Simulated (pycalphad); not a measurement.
Effect of Si content in Al-Mg-Si

Computed with pycalphad from the COST 507 light-alloy database (1999), at 1 atm. The database dates from 1999; later assessments differ in places, in temperatures and in the compounds included. Amounts are mole fractions of atoms.

| alloy | liquidus (°C) | first solid | solidus (°C) | phases at 427 °C |
|---|---|---|---|---|
| Al-1.84Mg-0.06Si (at.%) | 652 | FCC_A1 | 628 | FCC_A1 1.00, MG2SI under 0.01 |
| Al-1.84Mg-0.11Si (at.%) | 651 | FCC_A1 | 624 | FCC_A1 1.00, MG2SI under 0.01 |
| Al-1.84Mg-0.23Si (at.%) | 651 | FCC_A1 | 612 | FCC_A1 0.99, MG2SI 0.01 |
| Al-1.84Mg-0.46Si (at.%) | (withheld) | FCC_A1 | (withheld) | FCC_A1 0.99, MG2SI 0.01 |
| Al-1.84Mg-0.69Si (at.%) | 648 | FCC_A1 | 588 | FCC_A1 0.98, MG2SI 0.02 |
| Al-1.84Mg-0.92Si (at.%) | 647 | FCC_A1 | 583 | FCC_A1 0.98, MG2SI 0.02 |

Problem. Some entries are withheld; supply them.

Solution. 
- Al-1.84Mg-0.46Si (at.%), liquidus (°C): 649
- Al-1.84Mg-0.46Si (at.%), solidus (°C): 591

Database names, with the compositions (at.%) that they take in these runs: MG2SI: Mg 67 Si 33. FCC_A1 is fcc.
